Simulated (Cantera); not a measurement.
Cantera with NASA thermochemical tables; ideal gases at 1 bar, condensed phases pure. Values are per mole of reaction as written; species without (g) are pure solids or liquids, kept so even where they would boil at 1 bar.

Al + 3 Cl(g) ⇌ AlCl3(g), with ΔH° = -948.5 kJ and ΔS° = -209.5 J/K at 300 K.

**Question.** How far is the shortcut ΔG° ≈ ΔH°(300 K) − T·ΔS°(300 K) from the full temperature-dependent value at 1498, 1548, 1598, 1648, 1698, 1748, 1798, 1848 K?

**Answer.** 
```csv
T (K),shortcut (kJ),full (kJ),difference (kJ),difference in log10 K,condensed phases
1498,-634.7,-607.6,-27.1,0.95,Al(l)
1548,-624.3,-595.2,-29.1,0.98,Al(l)
1598,-613.8,-582.8,-31.0,1.01,Al(l)
1648,-603.3,-570.3,-33.0,1.05,Al(l)
1698,-592.8,-557.8,-35.0,1.08,Al(l)
1748,-582.4,-545.3,-37.0,1.11,Al(l)
1798,-571.9,-532.8,-39.1,1.13,Al(l)
1848,-561.4,-520.3,-41.1,1.16,Al(l)
```
The shortcut ignores heat capacities and the phase changes listed.
